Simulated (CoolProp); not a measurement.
Isobutene along the isobar 12300 kPa: density (kg/m³) from the reference equation and from simpler models built on Tc = 144.9 °C, pc = 4016 kPa, ω = 0.193; each cubic takes its own stable root.

Model: reference Helmholtz-energy equation of state, Lemmon 2005, in CoolProp. It is a short technical equation, of lower accuracy than the large ones.

```tsv
T (°C)	phase	reference	van der Waals	Redlich-Kwong	Soave-Redlich-Kwong	Peng-Robinson
87.95	liquid	535.8	365.2	490.4	499.1	561.0
101.45	liquid	518.4	357.3	473.3	480.7	539.6
114.95	liquid	500.2	349.1	455.6	461.2	516.8
128.45	liquid	480.8	340.6	437.1	440.5	492.4
141.95	liquid	460.2	331.9	418.0	418.6	466.4
155.45	supercritical	438.1	322.8	398.1	395.6	439.0
168.95	supercritical	414.4	313.4	377.6	371.5	410.2
182.45	supercritical	389.1	303.7	356.6	346.6	380.6
195.95	supercritical	362.4	293.7	335.4	321.4	350.8
209.45	supercritical	334.9	283.3	314.2	296.7	321.9
222.85	supercritical	307.9	272.8	293.7	273.5	295.1
236.35	supercritical	282.1	262.0	273.9	252.2	270.9
249.85	supercritical	258.8	251.0	255.6	233.3	249.7
263.35	supercritical	238.6	240.1	238.9	216.9	231.4
276.85	supercritical	221.3	229.3	223.9	202.8	215.7
```
